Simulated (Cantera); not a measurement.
c-C₄F₈ + Si + H₂ (fluorocarbon and chlorocarbon gases)

A closed system holds: 1 mol c-C₄F₈, 0.23 mol Si, 1.6 mol H₂, at 1427 °C and 12.0 Pa.

Method: chemical equilibrium by Gibbs-energy minimisation in Cantera with the NASA 1993 tables (ideal gas, pure condensed phases). Candidate condensed phases: C, C₆H₆, C₇H₈, C₈H₁₈, Si, SiC; 113 gas species. The feed counts by its element totals alone. Gases not in the tables: C₂F₆ and larger saturated fluorocarbons. Rates play no part.

- x(HF): 0.706
- x(CF₄): 0.196
- x(SiF₄): 0.0507
- x(CF₂): 0.0239
- x(F): 0.0227
- x(CF₃): 0.000747
- x(CF): 1.82e-5
- n(C(graphite)): 3.00 mol
- gas amount: 4.532 mol
- log10 activity of Si(l) (absent): -21.95
